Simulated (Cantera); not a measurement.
A freely propagating, adiabatic, planar premixed flame of 14.3 % CH₃OH, 17.9 % O₂, 67.9 % N₂, equivalence ratio 1.2, unburnt at 650 K and 100.0 Torr; multicomponent transport, grid criteria slope 0.08 and curve 0.16, no radiation.

Computed with Cantera and GRI-Mech 3.0 (53 species, 325 reactions). GRI-Mech 3.0 was tuned for natural gas; its chemistry of methanol as a main component is partial and can be far from experiment. Burning velocities carry a grid error of a few per cent, more on coarse grids.

Problem. Predict: laminar burning velocity; thermal thickness; peak x(C₂H₆); peak x(CH₂CO); peak x(C₂H); peak x(C₂H₄).

Solution. 
```json
{
  "laminar_burning_velocity": "210 cm/s",
  "thermal_thickness": "1.45 mm",
  "peak x(C₂H₆)": "4.56e-7",
  "peak x(CH₂CO)": "1.84e-5",
  "peak x(C₂H)": "<1e-8",
  "peak x(C₂H₄)": "4.97e-6"
}
```
